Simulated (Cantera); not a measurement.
## Thermodynamics of boron, boron nitride and boron oxide, feed B2O3 + O2 + N2 + H2

Charge: 1 mol B2O3, 0.063 mol O2, 0.16 mol N2, 13 mol H2, at 750 Torr.

Cantera equilibrium calculation (NASA polynomials, part measured and part estimated; ideal gas, pure solids and liquids). Candidate condensed phases: B, BN, B2O3, B3O3H3, H2O; 39 gas species. Gases not in the tables: H3BO3. Rates play no part.

From 602 °C to 1602 °C the condensed part is B2O3(l). From 1702 °C to 1802 °C nothing is condensed.

```tsv
T (°C)	log p H2	log p HBO2	log p HBO	log p B2O3	log p N2	n B2O3(l)
602	-0.01	-6.90	-11.06	<-12	-1.92	0.999
702	-0.01	-5.83	-9.27	<-12	-1.92	0.999
802	-0.01	-4.96	-7.82	-10.03	-1.92	1.000
902	-0.01	-4.25	-6.62	-8.40	-1.92	0.999
1002	-0.01	-3.66	-5.62	-7.04	-1.92	0.998
1102	-0.01	-3.16	-4.77	-5.88	-1.92	0.995
1202	-0.01	-2.74	-4.02	-4.89	-1.92	0.987
1302	-0.01	-2.40	-3.37	-4.03	-1.92	0.969
1402	-0.01	-2.11	-2.78	-3.28	-1.92	0.930
1502	-0.02	-1.86	-2.26	-2.62	-1.92	0.837
1602	-0.03	-1.61	-1.83	-2.03	-1.93	0.597
1702	-0.06	-1.36	-1.51	-1.52	-1.95	0
1802	-0.06	-1.36	-1.47	-1.55	-1.95	0
```
log p: log10 of the partial pressure in bar; n: condensed amount in mol.
